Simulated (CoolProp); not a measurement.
R21 at several states: Z from the reference equation and from simpler models built on Tc = 452.7 K, pc = 5289 kPa, ω = 0.206; each cubic takes its own stable root.

Values from CoolProp's reference Helmholtz-energy equation of state, Platzer 1990. This equation is an older, rougher fit; its heat capacities, sound speeds and derivatives of the liquid may be far off and weren't checked against measurements.

```
T (K)  p (kPa)   phase  reference
-----  -------  ------  ---------
312.1      270     gas     0.9316
462.2     2070     gas     0.8630
339.5      168     gas     0.9696
321.7       47     gas     0.9899
433.1    22100  liquid     0.5694
```

Task: How far does each simpler model (van der Waals, Redlich-Kwong, Soave-Redlich-Kwong, Peng-Robinson) lie from the reference over these 5 states: mean and median of the absolute difference, and the worst?

Result: 
- van der Waals: mean 9.1 %, median 1.6 %, worst +39.0 % at 433.1 K and 22100 kPa
- Redlich-Kwong: mean 2.0 %, median 0.6 %, worst +7.3 % at 433.1 K and 22100 kPa
- Soave-Redlich-Kwong: mean 1.7 %, median 0.4 %, worst +6.6 % at 433.1 K and 22100 kPa
- Peng-Robinson: mean 1.5 %, median 1.1 %, worst -4.6 % at 433.1 K and 22100 kPa
